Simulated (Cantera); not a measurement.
A closed system holds: 1 mol Si3N4, 0.27 mol CO2, 12 mol H2, at 1.00 bar.

Method: chemical equilibrium by Gibbs-energy minimisation in Cantera with the NASA 1993 tables (ideal gas, pure condensed phases). Candidate condensed phases: C, C6H6, C7H8, C8H18, H2O, Si, SiC, SiO2, Si2N2O, Si3N4; 151 gas species. Mutual solubility and eutectic melting of coexisting phases are not modelled. Gases not in the tables: Si2H6 and higher silanes. Equilibrium is a limit: real reactors are often held back by kinetics, nucleation or transport.

Q: Which condensed phases are stable at each of these points (T (K)): 1300, 1400, 1500, 1600, 1700, 1800, 1900, 2000, 2100, 2200?

A: 
```
T (K)                             condensed phases  Si condensed (%)
-----  -------------------------------------------  ----------------
1300            C(graphite) + Si2N2O(s) + Si3N4(s)             100.0
1400   C(graphite) + SiC(s) + Si2N2O(s) + Si3N4(s)             100.0
1500                 SiC(s) + Si2N2O(s) + Si3N4(s)             100.0
1600                 SiC(s) + Si2N2O(s) + Si3N4(s)             100.0
1700                 SiC(s) + Si2N2O(s) + Si3N4(s)             100.0
1800                 SiC(s) + Si2N2O(s) + Si3N4(s)              99.9
1900         Si(l) + SiC(s) + Si2N2O(s) + Si3N4(s)              99.4
2000                    Si(l) + SiC(s) + Si2N2O(s)              96.3
2100                                Si(l) + SiC(s)              88.0
2200                                Si(l) + SiC(s)              89.6
```

At 1300 K the condensed part is C(graphite) + Si2N2O(s) + Si3N4(s). At 1400 K the condensed part is C(graphite) + SiC(s) + Si2N2O(s) + Si3N4(s). From 1500 K to 1800 K the condensed part is SiC(s) + Si2N2O(s) + Si3N4(s). At 1900 K the condensed part is Si(l) + SiC(s) + Si2N2O(s) + Si3N4(s). At 2000 K the condensed part is Si(l) + SiC(s) + Si2N2O(s). From 2100 K to 2200 K the condensed part is Si(l) + SiC(s).
